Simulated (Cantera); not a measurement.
Charge: 1 mol Si3N4, 0.021 mol H2, held at 1.00 Torr.

These are equilibrium values from Cantera (NASA tables, ideal gas, pure condensed phases), not measurements of a reactor. Candidate condensed phases: Si, Si3N4; 18 gas species. Kinetics and transport are ignored.

### Question
What share of the Si ends up in condensed phases as a function of T (K), at 1823, 1923, 2023, 2123, 2223, 2323, 2423, 2523, 2623, 2723?

### Answer
| T (K) | Si condensed (%) | as |
|---|---|---|
| 1823 | 99.8 | Si(l) |
| 1923 | 99.1 | Si(l) |
| 2023 | 96.8 | Si(l) |
| 2123 | 89.5 | Si(l) |
| 2223 | 61.7 | Si(l) |
| 2323 | 0.0 | - |
| 2423 | 0.0 | - |
| 2523 | 0.0 | - |
| 2623 | 0.0 | - |
| 2723 | 0.0 | - |
